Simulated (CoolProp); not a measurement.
A Linde-Hampson liquefier for normal hydrogen: isothermal reversible compression at 300 K from 1 atm to 40 MPa, throttling to 1 atm, return gas leaving the recuperator 10 K below the feed. Each further row changes one setting.

Model: reference Helmholtz-energy equation of state, Leachman 2009, in CoolProp.

```tsv
case	compression work (kJ/kg of gas)
as stated	7700
high pressure 80 MPa	8870
warm-end temperature 330 K	8440
warm-end gap 15 K	7700
```
